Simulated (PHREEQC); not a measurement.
Dissolve 9.6 mmol/kgw H2SO4 and 1.8 mmol/kgw Al2(SO4)3 at 25 °C. Closed to the air; pH follows from the charge balance.

All values are PHREEQC results (ion-association model, phreeqc.dat), not measurements.

No solid was allowed to form.

Question: Order these Al species by the share of Al that they hold, largest first: Al+3, AlHSO4+2, Al(SO4)2-, AlSO4+.

Answer: AlSO4+ (74 %), Al+3 (18 %), Al(SO4)2- (8.4 %), AlHSO4+2 (0.13 %)

Question: Order these S species by the share of S that they hold, largest first: Al(SO4)2-, HSO4-, SO4-2, AlSO4+.

Answer: SO4-2 (44 %), HSO4- (34 %), AlSO4+ (18 %), Al(SO4)2- (4.0 %)

The pH is 1.91 and the ionic strength 0.0273 mol/kgw.
